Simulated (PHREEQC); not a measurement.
Model water analysis in mg/kgw, 50 °C, pH 8.08, pe 9.9: Na 2430; K 0.201; Ca 3.24; Mg 605; Cl 4080; S(6) as SO4 2070; Alkalinity as HCO3 47.5; Si as SiO2 90.1.

Valence states are taken as typed.

Model: ion-association model, phreeqc.dat, run in PHREEQC.

| quantity | before | after |
|---|---|---|
| ionic strength (mol/kgw) | 0.168 | 0.168 |
| Mg+2 (mol/kgw) | 0.0168 | 0.0168 |
| SO4-2 (mol/kgw) | 0.0115 | 0.0115 |
| NaSO4- (mol/kgw) | 0.00205 | 0.00205 |
| H4SiO4 (mol/kgw) | 0.00142 | 0.00147 |
| SI of SiO2(a) (SiO2) | -0.30 | -0.29 |

### Question
Name the change that produced these shifts.
A. S(6) from 2070 to 6210 mg/kgw
B. pH from 8.08 to 7.58 at the same alkalinity
C. Ca from 3.24 to 1.62 mg/kgw
D. pH from 8.08 to 8.58 at the same alkalinity

### Answer
B, pH from 8.08 to 7.58 at the same alkalinity

No solid was allowed to form. Some of these states are supersaturated (in Quartz (slow to form), Chalcedony (slow to form), for instance). Away from 25 °C the constants follow the database's enthalpies or fits; those with neither stay at their 25 °C values.
